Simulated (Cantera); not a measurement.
Cantera run:

```python
import numpy as np
import cantera as ct

gas_names = [...]  # 95 gases of nasa_gas.yaml made of C, F, H
cond_names = """
    C(gr) C6H6(L) C7H8(L) C8H18(L),n-octa
""".split()


# ... load() reads the species with a 1 bar reference pressure and builds the phases ...
atoms = {
    'CF4': {'C': 1, 'F': 4},
    'H2': {'H': 2},
}
top_T = {'C(gr)': 4500}  # K; cautious upper limits of use, not melting points


# ... equilibrate(T, P, feed) seeds the gas with the atoms and calls Mixture.equilibrate('TP', solver="vcs", rtol=1e-11, max_steps=5000) ...
results = []
feed = {'CF4': 1, 'H2': 1.1}  # mol
P = 460  # Pa
for T in [1300, 1350, 1400, 1450, 1500, 1550, 1600, 1650, 1700]:
    mix = equilibrate(T, P, feed)
    results.append((T, P, feed, dict(zip(mix.species_names, mix.species_moles))))

top = {s: max(r[3][s] / sum(r[3][g] for g in gas_names) for r in results) for s in gas_names}
cols = sorted((s for s in top if top[s] > 0.001), key=lambda s: -top[s])[:8]
seen = [c for c in cond_names if any(r[3].get(c, 0) > 1e-12 for r in results)]
print("log10 of partial pressures in bar; condensed amounts in mol")
print(f"{'T/K':>10s}" + "".join(f"{s[:9]:>10s}" for s in cols + seen))
for T, P, feed, n in results:
    ng = sum(n[g] for g in gas_names)
    print(f"{T:10.4g}" + "".join(f"{np.log10(max(n[s] / ng * P / 1e5, 1e-99)):10.3f}" for s in cols)
          + "".join(f"{n.get(c, 0):10.4g}" for c in seen))
```

It prints:

```
log10 of partial pressures in bar; condensed amounts in mol
       T/K        HF       CF4       CF2         F     C(gr)
      1300    -2.418    -3.107    -7.423    -8.177      0.55
      1350    -2.418    -3.107    -7.006    -7.706      0.55
      1400    -2.418    -3.107    -6.619    -7.269    0.5499
      1450    -2.418    -3.108    -6.259    -6.862    0.5498
      1500    -2.418    -3.108    -5.923    -6.482    0.5497
      1550    -2.418    -3.108    -5.610    -6.126    0.5494
      1600    -2.418    -3.109    -5.317    -5.793    0.5488
      1650    -2.419    -3.111    -5.042    -5.480    0.5477
      1700    -2.419    -3.115    -4.785    -5.186     0.546
```

These are equilibrium values from Cantera (NASA tables, ideal gas, pure condensed phases), not measurements of a reactor. Gases not in the tables: C2F6 and larger saturated fluorocarbons.
